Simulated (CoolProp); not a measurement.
A Linde-Hampson liquefier for methane: isothermal reversible compression at 250 K from 1 atm to 30 MPa, throttling to 1 atm, return gas leaving the recuperator 0 K below the feed. Each further row changes one setting.

Model: reference Helmholtz-energy equation of state, Setzmann 1991, in CoolProp.

| case | liquid yield per pass | compression work (kJ/kg of gas) |
|---|---|---|
| as stated | ? | 653 |
| high pressure 60 MPa | ? | 751 |
| warm-end temperature 280 K | 0.277 | ? |
| warm-end gap 5 K | 0.344 | 653 |

What belongs in the gaps?


- as stated, liquid yield per pass: 0.353
- high pressure 60 MPa, liquid yield per pass: 0.338
- warm-end temperature 280 K, compression work (kJ/kg of gas): 763
